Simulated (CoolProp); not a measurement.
Saturation properties of R365MFC (Tc = 186.9 °C, pc = 32.66 bar, ω = 0.377).

Model: reference Helmholtz-energy equation of state, Lemmon 2016, in CoolProp.

```
T (°C)  p (bar)  liquid density (kg/m³)  enthalpy of vaporisation (kJ/kg)  liquid cp (kJ/(kg K))  vapour Z  surface tension (mN/m)
------  -------  ----------------------  --------------------------------  ---------------------  --------  ----------------------
53.85     1.616                    1193                             181.4                  1.438    0.9363                    11.9
58.15     1.855                    1183                             179.1                  1.448    0.9298                    11.4
62.55     2.126                    1173                             176.7                  1.459    0.9228                    11.0
66.85     2.421                    1162                             174.4                  1.470    0.9155                    10.5
71.15     2.745                    1152                             172.0                  1.481    0.9078                    10.1
75.55     3.111                    1141                             169.4                  1.493    0.8994                    9.59
79.85     3.504                    1130                             166.9                  1.505    0.8908                    9.14
84.25     3.944                    1118                             164.2                  1.518    0.8815                    8.69
88.55     4.413                    1107                             161.5                  1.531    0.8719                    8.25
92.85     4.924                    1095                             158.8                  1.545    0.8618                    7.82
```

It boils at 40.2 °C under 1 atm.

Surface tension comes from a separate correlation (Mulero 2012).
